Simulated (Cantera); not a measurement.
What does this Cantera script print?

```python
import numpy as np
import cantera as ct

gas_names = """
    C CH CH2 CH3 CH4 CN CS CS2 C2 C2H C2H2,acetylene C2H2,vinylidene C2H3,vinyl CH3CN C2H4 C2H5 C2H6 CCN
    CNC C2N2 C3 C3H3,propargyl C3H4,allene C3H4,propyne C3H4,cyclo- C3H5,allyl C3H6,propylene
    C3H6,cyclo- C3H7,n-propyl C3H7,i-propyl C3H8 C4 C4H2 C4H4,1,3-cyclo- C4H6,butadiene C4H6,2-butyne
    C4H6,cyclo- C4H8,1-butene C4H8,cis2-buten C4H8,tr2-butene C4H8,isobutene C4H8,cyclo- C4H9,n-butyl
    C4H9,i-butyl C4H9,s-butyl C4H9,t-butyl C4H10,isobutane C4H10,n-butane C4N2 C5 C5H6,1,3cyclo-
    C5H8,cyclo- C5H10,1-pentene C5H10,cyclo- C5H11,pentyl C5H11,t-pentyl C5H12,n-pentane C5H12,i-pentane
    CH3C(CH3)2CH3 C6H2 C6H5,phenyl C6H6 C6H10,cyclo- C6H12,1-hexene C6H12,cyclo- C6H13,n-hexyl
    C7H7,benzyl C7H8 C7H14,1-heptene C7H15,n-heptyl C7H16,n-heptane C8H8,styrene C8H10,ethylbenz
    C8H16,1-octene C8H17,n-octyl C8H18,isooctane C8H18,n-octane C9H19,n-nonyl C10H8,naphthale
    C10H21,n-decyl C12H9,o-bipheny C12H10,bipheny H HCN HCCN HNC H2 H2S N NH NH2 NH3 N2 N2H2 N2H4 S SH
    SN S2 S8
""".split()
cond_names = """
    C(gr) C6H6(L) C7H8(L) C8H18(L),n-octa S(cr1) S(cr2) S(L)
""".split()


def load(file, names, dense=False):
    # The tables refer to 1 bar. Condensed volumes are neglected.
    table = {s.name: s for s in ct.Species.list_from_file(file)}
    out = []
    for n in names:
        d = dict(table[n].input_data)
        d["thermo"] = dict(d["thermo"], **{"reference-pressure": 1e5})
        if dense:
            d["equation-of-state"] = {"model": "constant-volume", "density": "1e6 g/cm^3"}
        out.append(ct.Species.from_dict(d))
    return out


gas = ct.Solution(thermo="ideal-gas", species=load("nasa_gas.yaml", gas_names))
cond = {s.name: ct.Solution(thermo="fixed-stoichiometry", species=[s], name=s.name)
        for s in load("nasa_condensed.yaml", cond_names, dense=True)}
atoms = {
    'CS2': {'C': 1, 'S': 2},
    'H2': {'H': 2},
    'N2': {'N': 2},
}
top_T = {'C(gr)': 4500}  # K; cautious upper limits of use, not melting points


def equilibrate(T, P, feed):
    n = {}
    for name, mol in feed.items():
        for a, k in atoms[name].items():
            n[a] = n.get(a, 0.0) + k * mol
    gas.TPX = T, P, n
    mass = sum(n.values()) * gas.mean_molecular_weight
    gas.equilibrate("TP")
    valid = [c for c in cond.values() if c.min_temp <= T <= top_T.get(c.name, c.max_temp)]
    mix = ct.Mixture([(gas, mass / gas.mean_molecular_weight)] + [(c, 0.0) for c in valid])
    mix.T, mix.P = T, P
    mix.equilibrate("TP", solver="vcs", rtol=1e-11, max_steps=5000)
    return mix


results = []
feed = {'CS2': 1, 'H2': 1.6, 'N2': 8.3}  # mol
P = 13332.2  # Pa
for T in [973, 1173, 1373, 1573, 1773, 1973, 2173, 2373, 2573, 2773, 2973, 3173, 3373]:
    mix = equilibrate(T, P, feed)
    results.append((T, P, feed, dict(zip(mix.species_names, mix.species_moles))))

top = {s: max(r[3][s] / sum(r[3][g] for g in gas_names) for r in results) for s in gas_names}
cols = sorted((s for s in top if top[s] > 1e-06), key=lambda s: -top[s])[:9]
seen = [c for c in cond_names if any(r[3].get(c, 0) > 1e-12 for r in results)]
print("log10 of partial pressures in bar; condensed amounts in mol")
print(f"{'T/K':>10s}" + "".join(f"{s[:9]:>10s}" for s in cols + seen))
for T, P, feed, n in results:
    ng = sum(n[g] for g in gas_names)
    print(f"{T:10.4g}" + "".join(f"{np.log10(max(n[s] / ng * P / 1e5, 1e-99)):10.3f}" for s in cols)
          + "".join(f"{n.get(c, 0):10.4g}" for c in seen))
```

Output:

```
log10 of partial pressures in bar; condensed amounts in mol
       T/K        N2         H        H2       H2S        CS         S       CS2        S2        SH     C(gr)
       973    -0.967   -10.163    -2.394    -1.776    -8.485   -10.118    -2.386    -3.290    -6.037    0.6839
      1173    -0.978    -7.914    -1.970    -2.020    -6.362    -7.984    -2.165    -2.978    -4.986    0.4599
      1373    -0.986    -6.382    -1.809    -2.362    -4.891    -6.494    -2.062    -2.810    -4.339    0.2993
      1573    -0.991    -5.268    -1.754    -2.705    -3.823    -5.404    -2.030    -2.730    -3.912    0.2243
      1773    -0.994    -4.414    -1.737    -3.013    -3.017    -4.575    -2.039    -2.700    -3.611    0.1546
      1973    -1.000    -3.740    -1.739    -3.292    -2.425    -3.931    -2.112    -2.711    -3.398         0
      2173    -1.007    -3.192    -1.752    -3.432    -2.185    -3.307    -2.314    -2.526    -3.131         0
      2373    -1.014    -2.742    -1.775    -3.608    -2.059    -2.836    -2.600    -2.466    -2.964         0
      2573    -1.023    -2.373    -1.818    -3.834    -2.004    -2.490    -2.945    -2.522    -2.888         0
      2773    -1.036    -2.076    -1.895    -4.126    -1.988    -2.253    -3.328    -2.689    -2.903         0
      2973    -1.050    -1.850    -2.024    -4.505    -1.991    -2.111    -3.740    -2.960    -3.011         0
      3173    -1.064    -1.693    -2.219    -4.970    -2.004    -2.039    -4.160    -3.301    -3.198         0
      3373    -1.075    -1.598    -2.480    -5.497    -2.021    -2.003    -4.563    -3.657    -3.436         0
```

Cantera equilibrium calculation (NASA polynomials, part measured and part estimated; ideal gas, pure solids and liquids). Gases not in the tables: S3 to S7.
